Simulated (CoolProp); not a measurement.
Properties of cyclopentane along the isobar 0.101 MPa (Tc = 511.7 K, pc = 4.583 MPa, ω = 0.202).

Values from CoolProp's reference Helmholtz-energy equation of state, Gedanitz 2015.

| T (K) | phase | density (kg/m³) | isothermal compressibility (1/MPa) | fugacity coefficient |
|---|---|---|---|---|
| 283.2 | liquid | 755.1 | 0.001156 | 0.2225 |
| 302.3 | liquid | ___ | 0.001383 | 0.4833 |
| 321.3 | liquid | 717.0 | 0.001674 | ___ |
| 340.4 | gas | ___ | 10.21 | 0.9716 |
| 359.4 | gas | 2.430 | 10.16 | 0.9761 |
| 378.5 | gas | 2.298 | 10.11 | 0.9797 |
| 397.6 | gas | 2.181 | 10.08 | 0.9826 |
| 416.6 | gas | 2.077 | 10.06 | 0.9850 |
| 435.7 | gas | 1.981 | 10.03 | 0.9870 |
| 454.7 | gas | 1.895 | 10.02 | 0.9886 |
| 473.8 | gas | 1.816 | 10.00 | 0.9900 |
| 492.8 | gas | 1.744 | 9.990 | 0.9912 |
| 511.9 | gas | 1.677 | 9.979 | 0.9922 |
| 530.9 | gas | 1.616 | 9.970 | 0.9931 |
| 550 | gas | 1.559 | 9.963 | 0.9939 |

Problem. Complete the blanks.

Solution. 
- 302.3, density (kg/m³): 736.3
- 321.3, fugacity coefficient: 0.9356
- 340.4, density (kg/m³): 2.578
